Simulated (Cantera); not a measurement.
Feed: 1 mol CF4, a varied amount of H2, 0.035 mol F2, at 352 °C and 1.33 mbar.

Method: chemical equilibrium by Gibbs-energy minimisation in Cantera with the NASA 1993 tables (ideal gas, pure condensed phases). Candidate condensed phases: C, C6H6, C7H8, C8H18; 95 gas species. Condensed phases not in the tables: fluorocarbon polymer. Gases not in the tables: C2F6 and larger saturated fluorocarbons. Rates play no part.

Question: What share of the C ends up in condensed phases as a function of n(H2) (mol), at 1.2, 1.3, 1.6, 1.8, 2.1, 2.5, 2.9, 3.4, 4, 4.7?

Answer: 
| n(H2) (mol) | C condensed (%) | as |
|---|---|---|
| 1.2 | 58.2 | C(graphite) |
| 1.3 | 63.2 | C(graphite) |
| 1.6 | 78.2 | C(graphite) |
| 1.8 | 88.2 | C(graphite) |
| 2.1 | 100.0 | C(graphite) |
| 2.5 | 99.7 | C(graphite) |
| 2.9 | 99.1 | C(graphite) |
| 3.4 | 97.9 | C(graphite) |
| 4 | 96.2 | C(graphite) |
| 4.7 | 93.8 | C(graphite) |
